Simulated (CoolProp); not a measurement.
Saturation properties of carbon monoxide.

Computed with CoolProp (reference Helmholtz-energy equation of state, Lemmon 2006). It is a short technical equation, of lower accuracy than the large ones.

```csv
T (K),p (MPa),liquid density (kg/m³),vapour Z
96.3,0.4096,724.6,0.8893
99.4,0.5206,708.6,?
102.4,0.6474,?,0.8474
105.4,0.7951,675.4,0.8236
108.4,?,657.5,0.7975
111.4,1.161,638.4,0.7688
114.4,1.383,?,0.7373
117.5,1.643,594.9,0.7011
120.5,?,?,0.6619
123.5,2.243,542.3,?
126.5,2.598,?,0.5641
```

Question: Some entries are withheld; supply them.

Answer: 
- 99.4, vapour Z: 0.8691
- 102.4, liquid density (kg/m³): 692.4
- 108.4, p (MPa): 0.9657
- 114.4, liquid density (kg/m³): 617.9
- 120.5, p (MPa): 1.926
- 120.5, liquid density (kg/m³): 570.3
- 123.5, vapour Z: 0.6171
- 126.5, liquid density (kg/m³): 509.1

It boils at 81.6 K under 1 atm.
